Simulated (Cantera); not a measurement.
Transport properties of process gases

Gas mixture: N2O = 0.084 (molar parts), at 6200 Pa, frozen composition.

Cantera's kinetic-theory transport with the Lennard-Jones parameters of GRI-Mech 3.0, ideal gas; thermal conductivity in the multicomponent form. The composition is frozen, though it would react at the higher temperatures.

```csv
T (K),ρ (kg/m³),cp (J/kg/K),μ (µPa s),λ (mW/m/K),Pr,D (cm²/s) C2H2,D (cm²/s) CH3,D (cm²/s) H2O
400,0.0820,970.3,19.5,25.3,0.746,3.44,4.78,4.77
600,0.0547,1101,27.3,40.4,0.744,7.20,9.88,10.4
800,0.0410,1192,34.0,54.7,0.742,11.9,16.3,17.8
1000,0.0328,1255,40.0,67.9,0.740,17.6,23.8,26.7
1200,0.0273,1294,45.5,79.8,0.738,24.0,32.4,36.8
1400,0.0234,1327,50.5,91.0,0.736,31.1,42.0,48.2
1600,0.0205,1353,55.2,102,0.735,39.0,52.6,60.7
1800,0.0182,1375,59.7,112,0.733,47.5,64.0,74.2
2000,0.0164,1392,64.0,122,0.732,56.7,76.3,88.8
```
D: mixture-averaged diffusion coefficient of that species in the mixture.
